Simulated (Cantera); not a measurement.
## Thermodynamics of thermal oxidation and active oxidation of silicon, feed Si + N₂O + N₂

Charge: 1 mol Si, 0.036 mol N₂O, 550 mol N₂, equilibrated at 1.00 bar.

These are equilibrium values from Cantera (NASA tables, ideal gas, pure condensed phases), not measurements of a reactor. Candidate condensed phases: Si, SiO₂, Si₂N₂O, Si₃N₄; 16 gas species. Mutual solubility and eutectic melting of coexisting phases are not modelled. Kinetics and transport are ignored.

| T (K) | x N₂ | x SiO | x Si | x SiN | x Si₂N | n Si₂N₂O(s) | n Si₃N₄(s) |
|---|---|---|---|---|---|---|---|
| 1750 | 1.000 | 2.27e-5 | 3.66e-8 | 1.89e-8 | 7.81e-10 | 0.0235 | 0.313 |
| 1775 | 1.000 | 3.96e-5 | 7.10e-8 | 3.39e-8 | 1.81e-9 | 0.0143 | 0.317 |
| 1800 | 1.000 | 6.55e-5 | 1.35e-7 | 6.00e-8 | 4.11e-9 | 0 | 0.321 |
| 1825 | 1.000 | 6.55e-5 | 2.54e-7 | 1.04e-7 | 9.11e-9 | 0 | 0.321 |
| 1850 | 1.000 | 6.55e-5 | 4.67e-7 | 1.79e-7 | 1.97e-8 | 0 | 0.321 |
| 1875 | 1.000 | 6.55e-5 | 8.44e-7 | 3.02e-7 | 4.18e-8 | 0 | 0.321 |
| 1900 | 1.000 | 6.55e-5 | 1.50e-6 | 5.04e-7 | 8.69e-8 | 0 | 0.321 |
| 1925 | 1.000 | 6.55e-5 | 2.64e-6 | 8.27e-7 | 1.77e-7 | 0 | 0.321 |
| 1950 | 1.000 | 6.55e-5 | 4.56e-6 | 1.34e-6 | 3.54e-7 | 0 | 0.320 |
x: gas mole fraction; n: condensed amount in mol.

From 1750 K to 1775 K the condensed part is Si₂N₂O(s) + Si₃N₄(s). From 1800 K to 1950 K the condensed part is Si₃N₄(s). The main Si-bearing gas is SiO throughout. The share of Si in condensed phases is highest at 1750 K (98.7 %) and lowest at 1950 K (96.0 %).
